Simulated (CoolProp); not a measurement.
Octamethylcyclotetrasiloxane (D4) along the isobar 0.101 MPa: density (kg/m³) from the reference equation and from simpler models built on Tc = 313.4 °C, pc = 1.347 MPa, ω = 0.598; each cubic takes its own stable root.

The numbers come from the reference Helmholtz-energy equation of state, Thol 2015 in CoolProp.

```json
[
 {"T (°C)": "148.05", "phase": "liquid", "reference": "803.1", "van der Waals": "9.011", "Redlich-Kwong": "9.180", "Soave-Redlich-Kwong": "729.5", "Peng-Robinson": "824.4"},
 {"T (°C)": "166.15", "phase": "liquid", "reference": "778.8", "van der Waals": "8.596", "Redlich-Kwong": "8.728", "Soave-Redlich-Kwong": "706.5", "Peng-Robinson": "799.3"},
 {"T (°C)": "184.25", "phase": "gas", "reference": "___", "van der Waals": "8.219", "Redlich-Kwong": "8.324", "Soave-Redlich-Kwong": "8.435", "Peng-Robinson": "8.465"},
 {"T (°C)": "202.25", "phase": "gas", "reference": "8.072", "van der Waals": "7.878", "Redlich-Kwong": "___", "Soave-Redlich-Kwong": "___", "Peng-Robinson": "8.071"},
 {"T (°C)": "220.35", "phase": "gas", "reference": "___", "van der Waals": "7.563", "Redlich-Kwong": "7.629", "Soave-Redlich-Kwong": "7.688", "Peng-Robinson": "7.714"},
 {"T (°C)": "238.45", "phase": "gas", "reference": "7.381", "van der Waals": "7.274", "Redlich-Kwong": "7.327", "Soave-Redlich-Kwong": "___", "Peng-Robinson": "7.392"},
 {"T (°C)": "256.55", "phase": "gas", "reference": "7.085", "van der Waals": "7.006", "Redlich-Kwong": "7.049", "Soave-Redlich-Kwong": "7.076", "Peng-Robinson": "7.099"},
 {"T (°C)": "274.55", "phase": "gas", "reference": "6.818", "van der Waals": "6.760", "Redlich-Kwong": "6.794", "Soave-Redlich-Kwong": "6.811", "Peng-Robinson": "6.832"},
 {"T (°C)": "292.65", "phase": "gas", "reference": "6.571", "van der Waals": "6.530", "Redlich-Kwong": "6.558", "Soave-Redlich-Kwong": "6.565", "Peng-Robinson": "6.585"},
 {"T (°C)": "310.75", "phase": "gas", "reference": "6.344", "van der Waals": "6.316", "Redlich-Kwong": "6.338", "Soave-Redlich-Kwong": "6.338", "Peng-Robinson": "___"},
 {"T (°C)": "328.75", "phase": "gas", "reference": "6.135", "van der Waals": "6.116", "Redlich-Kwong": "6.134", "Soave-Redlich-Kwong": "6.129", "Peng-Robinson": "6.147"},
 {"T (°C)": "346.85", "phase": "gas", "reference": "5.940", "van der Waals": "5.929", "Redlich-Kwong": "5.942", "Soave-Redlich-Kwong": "5.934", "Peng-Robinson": "5.950"}
]
```

Task: What belongs in the gaps?

Result: 
- 184.25, reference: 8.481
- 202.25, Redlich-Kwong: 7.961
- 202.25, Soave-Redlich-Kwong: 8.042
- 220.35, reference: 7.707
- 238.45, Soave-Redlich-Kwong: 7.368
- 310.75, Peng-Robinson: 6.357

At some of these states van der Waals, Redlich-Kwong gives the other phase, because its saturation line lies elsewhere.
